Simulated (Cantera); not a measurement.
A closed system holds: 1 mol SiHCl3, 4.8 mol N2.

These are equilibrium values from Cantera (NASA tables, ideal gas, pure condensed phases), not measurements of a reactor. Candidate condensed phases: NH4Cl, Si, Si3N4; 28 gas species. N2 is the only nitrogen source here; it is nearly inert below about 1500 K, so the nitride shown seldom forms there in practice. The tables' values for SiCl3 are old estimates. The numbers say what is thermodynamically allowed, not how fast it happens.

Stable condensed phases, one row left out:

```
T in K \ P in Pa
              5     15     45    140    410   1200   3700  11000  33000 100000
   1975       A      A      A      A      A      A      A      A      A      A
   1925       A      A      A      A      A      A      A      A      A      A
   1875       A      A      A      A      A      A      A      A      A      A
   1825       A      A      A      A      A      A      A      A      A      B
   1775       A      A      A      A      A      A      A      A      A      B
   1725       A      A      A      A      A      A      A      A      B      B
   1675       A      A      A      A      A      A      A      B      B      B
   1625       A      A      A      A      A      A      A      B      B      B
   1525       A      A      A      A      A      B      B      B      B      B
   1475       A      A      A      A      B      B      B      B      B      B
   1425       A      A      A      B      B      B      B      B      B      B
```

A: gas only; B: Si3N4.

Give the row for 1575 K.

5: gas only; 15: gas only; 45: gas only; 140: gas only; 410: gas only; 1200: gas only; 3700: Si3N4; 11000: Si3N4; 33000: Si3N4; 100000: Si3N4.
